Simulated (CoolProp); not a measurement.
The fluid at 298.15 K and 0.455 MPa is throttled through a valve to 0.204 MPa with no heat exchange. The same conditions are run with several fluids, on thermodynamics alone (safety and materials aside).

Values from CoolProp's reference Helmholtz-energy equation of state of each fluid (nitrous oxide: Lemmon 2006; C2F6 (R116): Lemmon 2006; R404A: Lemmon 2003; normal hydrogen: Leachman 2009; sulfur hexafluoride: Guder 2009). Blends and air are pseudo-pure fits.

**Question.** Rank nitrous oxide, C2F6 (R116), R404A, normal hydrogen, sulfur hexafluoride by temperature change (K), highest first.

**Answer.** normal hydrogen (+0.1), C2F6 (R116) (-2.2), sulfur hexafluoride (-2.5), nitrous oxide (-2.8), R404A (-4.6)

| fluid | final density (kg/m³) |
|---|---|
| nitrous oxide | 3.70 |
| C2F6 (R116) | 11.7 |
| R404A | 8.46 |
| normal hydrogen | 0.166 |
| sulfur hexafluoride | 12.4 |
